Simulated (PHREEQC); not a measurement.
0.5 mol of Fluorite (CaF2) is brought to equilibrium with 1 kg of water, with rising amounts of Na2CO3, at 40 °C. Oxygen alone is held at its pressure in air (log pO2 = -0.68). No CO2 enters from the air. The run lets Fluorite, Calcite precipitate or redissolve, and no other solid.

Base run: PHREEQC, ion-association model, phreeqc.dat. Each further column changes one thing. The table gives dissolved Ca (mol/kgw).

```
Na2CO3 added (mol)      base  all activity coefficients set to 1  Debye-Hückel limiting law  Davies equation for every ion  database wateq4f.dat
------------------  --------  ----------------------------------  -------------------------  -----------------------------  --------------------
0                   0.000220                            0.000207                   0.000221                       0.000220              0.000221
0.0208               7.67e-6                             6.82e-6                    8.57e-6                        7.74e-6               7.71e-6
0.0417               7.28e-6                             6.65e-6                    8.75e-6                        7.35e-6               7.31e-6
0.0833               7.01e-6                             6.58e-6                    1.01e-5                        7.06e-6               7.04e-6
0.104                6.93e-6                             6.56e-6                    1.11e-5                        6.96e-6               6.96e-6
0.125                6.86e-6                             6.55e-6                    1.24e-5                        6.88e-6               6.89e-6
0.146                6.80e-6                             6.54e-6                    1.42e-5                        6.81e-6               6.83e-6
0.167                6.75e-6                             6.54e-6                    1.64e-5                        6.74e-6               6.78e-6
0.208                6.65e-6                             6.53e-6                    2.30e-5                        6.62e-6               6.68e-6
0.229                6.60e-6                             6.52e-6                    2.80e-5                        6.57e-6               6.64e-6
0.25                 6.55e-6                             6.52e-6                    3.43e-5                        6.51e-6               6.59e-6
```

Constants without temperature data keep their 25 °C values here. phreeqc.dat and wateq4f.dat share most of their constants, so their agreement is no independent check. Solids allowed in the column 'database wateq4f.dat': Fluorite, Calcite, Portlandite, Nahcolite, Natron.
